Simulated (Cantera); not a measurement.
Input: 1 mol Si, 5.1 mol F₂, 2.3 mol N₂, 15 mol HCl, equilibrated at 927 °C and 25.0 Pa.

Equilibrium computed with Cantera from the NASA thermochemical tables; the gas is ideal and each condensed phase is pure. Candidate condensed phases: NH₄Cl, Si, Si₃N₄; 49 gas species. Equilibrium is a limit: real reactors are often held back by kinetics, nucleation or transport.

Base state: HCl 0.392, HF 0.277, N₂ 0.103, Cl₂ 0.0928, Cl 0.0910, SiF₄ 0.0446 (mole fractions); condensed: gas only.

Task: What changes in the equilibrium state with this change: temperature from 927 °C to 877 °C?

Result: 
| species | before | after |
|---|---|---|
| HCl | 0.392 | 0.399 |
| HF | 0.277 | 0.281 |
| Cl₂ | 0.0928 | 0.112 |
| Cl | 0.0910 | 0.0580 |
| SiF₄ | 0.0446 | 0.0454 |
| N₂ | 0.103 | 0.104 |
